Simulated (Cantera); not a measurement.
Cantera run, input and output.

```python
import numpy as np
import cantera as ct

surf = ct.Interface("ptcombust.yaml", "Pt_surf")
gas = surf.adjacent["gas"]
gas.TPX = 300, 23000, {'H2': 0.015, 'O2': 0.085, 'N2': 0.79}
jet = ct.ImpingingJet(gas=gas, width=0.098, surface=surf)
jet.inlet.mdot, jet.inlet.T, jet.inlet.X = 0.058, 300, {'H2': 0.015, 'O2': 0.085, 'N2': 0.79}
jet.set_refine_criteria(ratio=10, slope=0.2, curve=0.3)
show, cover = ['H2', 'O2', 'H2O', 'OH'], ["PT(S)", "H(S)", "O(S)", "OH(S)", "CO(S)", "C(S)"]

rows = []
print(f"{'Ts/K':>7s}" + "".join(f"{s:>11s}" for s in show + cover) + "   (gas at the wall, coverages)")
for i, Ts in enumerate([700, 750, 800, 850, 900, 950, 1000, 1050]):
    jet.surface.T = Ts
    if i == 0:
        surf.TP = Ts, 23000
        surf.coverages = "PT(S):0.5, O(S):0.5"
        surf.advance_coverages(1.0)
        jet.set_initial_guess(products="inlet")
    jet.solve(loglevel=0, auto=(i == 0))
    rows.append([*(jet.X[gas.species_index(s), -1] for s in show), *surf[cover].coverages])
    print(f"{Ts:7g}" + "".join(f"{x:11.3e}" for x in rows[-1]))
```

Output:

```
   Ts/K         H2         O2        H2O         OH      PT(S)       H(S)       O(S)      OH(S)      CO(S)       C(S)   (gas at the wall, coverages)
    700  9.488e-04  7.840e-02  3.075e-02  1.039e-10  2.985e-02  1.700e-09  9.673e-01  2.808e-03 -1.323e-23  3.334e-33
    750  6.643e-04  7.814e-02  3.113e-02  5.937e-10  4.493e-02  4.664e-09  9.526e-01  2.491e-03  3.514e-21  1.582e-27
    800  4.245e-04  7.792e-02  3.143e-02  2.482e-09  7.470e-02  1.494e-08  9.229e-01  2.391e-03  6.964e-20  1.539e-25
    850  2.801e-04  7.781e-02  3.156e-02  8.627e-09  1.178e-01  4.325e-08  8.799e-01  2.282e-03  2.011e-19  4.572e-24
    900  1.994e-04  7.776e-02  3.158e-02  2.633e-08  1.707e-01  1.072e-07  8.272e-01  2.126e-03  3.092e-20  7.248e-23
    950  1.529e-04  7.774e-02  3.154e-02  7.159e-08  2.298e-01  2.316e-07  7.682e-01  1.939e-03  2.539e-17  4.842e-22
   1000  1.234e-04  7.775e-02  3.146e-02  1.801e-07  2.924e-01  4.493e-07  7.058e-01  1.742e-03  9.664e-22  6.764e-24
   1050  8.407e-05  7.827e-02  3.074e-02  5.741e-07  3.558e-01  7.904e-07  6.427e-01  1.533e-03 -1.261e-22  1.217e-30
```

Computed with Cantera and Deutschmann's 1995 Pt surface mechanism with GRI-Mech 3.0 gas chemistry. Catalytic surfaces can have several steady states; this one follows from the mechanism file's or the stated starting coverage.
